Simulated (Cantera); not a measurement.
A closed system holds: 1 mol TiO2, 0.46 mol HCl, held at 1723 K and 7.20 bar.

Cantera equilibrium calculation (NASA polynomials, part measured and part estimated; ideal gas, pure solids and liquids). Candidate condensed phases: H2O, Ti, TiCl2, TiCl3, TiCl4, TiO, TiO2, Ti2O3, Ti3O5, Ti4O7; 23 gas species. Gases not in the tables: TiO(OH)2. The numbers say what is thermodynamically allowed, not how fast it happens.

Base state: HCl 0.962, H2O 0.0236, TiCl4 0.0116, Cl 0.00155, H2 0.00106, Cl2 0.000371, TiCl3 0.000171, TiOCl2 1.23e-5 (mole fractions); condensed: TiO2(rutile).

What changes in the equilibrium state with this change: temperature from 1723 K to 1000 K?


| species | before | after |
|---|---|---|
| HCl | 0.962 | 0.986 |
| H2O | 0.0236 | 0.00948 |
| TiCl4 | 0.0116 | 0.00474 |
| TiCl3 | 0.000171 | 8.50e-9 |
| TiOCl2 | 1.23e-5 | <1e-9 |
| Cl | 0.00155 | 3.33e-7 |
| H2 | 0.00106 | 5.44e-6 |
| Cl2 | 0.000371 | 5.28e-6 |
| TiO2(rutile), mol | 0.995 | 0.998 |
Condensed phases not in the tables: TiOCl.
